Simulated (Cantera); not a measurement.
Charge: 1 mol MgO, 4.3 mol C, 0.48 mol CO, 2.4 mol CH4, held at 1698 K and 27.0 Pa.

Cantera equilibrium calculation (NASA polynomials, part measured and part estimated; ideal gas, pure solids and liquids). Candidate condensed phases: C, C6H6, C7H8, C8H18, H2O, Mg, MgCO3, MgO, Mg(OH)2; 116 gas species. The tables' values for MgH are old estimates; treat these amounts as uncertain. Rates play no part.

Base state: H2 0.653, CO 0.203, Mg 0.137, H 0.00711, C2H2 (acetylene) 4.71e-5, MgH 2.27e-5 (mole fractions); condensed: C(graphite).

Question: What changes in the equilibrium state with this change: temperature from 1698 K to 2398.15 K?

Answer: 
| species | before | after |
|---|---|---|
| H | 0.00711 | 0.485 |
| H2 | 0.653 | 0.255 |
| CO | 0.203 | 0.154 |
| Mg | 0.137 | 0.104 |
| C3 | <1e-9 | 0.000352 |
| C | <1e-9 | 0.000143 |
| C2H | 2.84e-9 | 0.000192 |
| C2 | <1e-9 | 3.18e-5 |
| C2H2 (acetylene) | 4.71e-5 | 0.00176 |
| C(graphite), mol | 5.70 | 5.65 |

Question: What changes in the equilibrium state with this change: pressure from 27.0 Pa to 13.3 mbar?

Answer: 
```tsv
species	before	after
H2	0.653	0.658
CO	0.203	0.203
Mg	0.137	0.137
H	0.00711	0.00102
MgH	2.27e-5	0.000161
C2H2 (acetylene)	4.71e-5	4.74e-5
C(graphite), mol	5.70	5.70
```
